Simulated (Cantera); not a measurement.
Cantera with NASA thermochemical tables; ideal gases at 1 bar, condensed phases pure. Values are per mole of reaction as written; species without (g) are pure solids or liquids, kept so even where they would boil at 1 bar.

Problem. Between 500 and 1550 K, where is each reaction favourable under standard conditions?
- 3 PbS(g) + 4 O₃(g) = 3 SO₃(g) + 3 PbO(g)

Solution. 
- 3 PbS(g) + 4 O₃(g) = 3 SO₃(g) + 3 PbO(g): ΔG° is -1828 kJ at 500 K and -1593 kJ at 1550 K; it stays negative (K > 1). ΔH° is -1937 kJ and ΔS° -222 J/K at 1550 K.
